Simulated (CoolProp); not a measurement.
A single-stage vapour-compression cycle with R22: evaporating at 224.15 K (dew point), condensing at 244.15 K (bubble point), superheat 2 K, subcooling 2 K, compressor efficiency 0.85, no pressure losses. Each further row changes one setting.

Model: reference Helmholtz-energy equation of state, Kamei 1995, in CoolProp.

```tsv
case	cooling COP	pressure ratio	discharge temperature (K)	refrigerating effect (kJ/kg)	volumetric capacity (kJ/m³)
as stated	8.90	2.52	270.1	220	707
evaporating temperature 229.15 K	12.3	1.96	263.4	223	…
condensing temperature 239.15 K	12.1	…	259.6	226	724
subcooling 7 K	9.12	2.52	270.1	226	724
superheat 12 K	8.73	2.52	281.0	226	…
compressor efficiency 0.75	7.85	2.52	275.2	220	707
```

Task: Fill in the missing entries.

Result: 
- evaporating temperature 229.15 K, volumetric capacity (kJ/m³): 900
- condensing temperature 239.15 K, pressure ratio: 2.03
- superheat 12 K, volumetric capacity (kJ/m³): 692
